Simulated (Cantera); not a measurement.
An adiabatic, constant-pressure homogeneous reactor starts with 10.1 % CH4, 0.709 % CO, 18.7 % O2, 70.4 % N2, at 1650 K and 1.01 bar.

Computed with Cantera and GRI-Mech 3.0 (53 species, 325 reactions).

x: mole fraction; the columns are a selection and need not sum to one.

```tsv
t (s)	T (K)	x CH4	x CO	x O2	x N2O	x C2H6
3.00e-6	1650	0.101	0.00708	0.187	4.40e-12	2.15e-10
7.91e-6	1650	0.101	0.00708	0.187	2.25e-11	(withheld)
2.09e-5	1650	0.101	0.00708	0.187	1.24e-10	(withheld)
5.51e-5	1650	0.101	0.00708	0.187	6.30e-10	(withheld)
0.000145	1652	0.0995	0.00717	0.186	3.14e-9	(withheld)
0.000383	2644	<1e-12	0.0601	0.0213	1.84e-7	<1e-12
0.00101	2810	<1e-12	0.0567	0.0162	4.03e-7	<1e-12
0.00267	2804	<1e-12	0.0570	0.0149	4.50e-7	<1e-12
0.00704	2803	<1e-12	0.0571	0.0146	4.62e-7	<1e-12
0.0186	2803	<1e-12	0.0571	0.0146	4.62e-7	<1e-12
0.0490	2803	<1e-12	0.0571	0.0146	4.62e-7	<1e-12
0.129	2803	<1e-12	0.0571	0.0146	4.62e-7	<1e-12
0.341	2803	<1e-12	0.0571	0.0146	4.62e-7	<1e-12
0.900	2803	<1e-12	0.0571	0.0146	4.62e-7	<1e-12
```

Complete the blanks.


- 7.91e-6, x C2H6: 4.85e-9
- 2.09e-5, x C2H6: 1.14e-7
- 5.51e-5, x C2H6: 3.30e-6
- 0.000145, x C2H6: 0.000123
